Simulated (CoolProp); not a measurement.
C2F6 (R116) at 293.15 K and 4.94 MPa flows at 2.1 m/s in a round tube of 12.7 mm bore and 1.5 µm roughness, fully developed (64/Re and Nu = 3.66 if laminar; Colebrook and Gnielinski if turbulent). Each further row changes one setting.

The numbers come from the reference Helmholtz-energy equation of state, Lemmon 2006 in CoolProp. It is a short technical equation, of lower accuracy than the large ones.

| case | Reynolds number | Darcy friction factor | pressure drop (Pa/m) | heat-transfer coefficient (W/(m² K)) | mass flow (kg/h) |
|---|---|---|---|---|---|
| as stated | 316000 | 0.0155 | 2810 | 3770 | 1000 |
| velocity 4.2 m/s | 632000 | 0.0143 | 10400 | 7080 | 2010 |
| diameter 25.4 mm | 632000 | 0.0135 | 1230 | 3390 | 4010 |

Viscosity comes from a separate model (Huber 2003), an estimate that may be off by 10 % or more. Thermal conductivity comes from a separate model (Huber 2003), an estimate that may be off by 10 % or more.
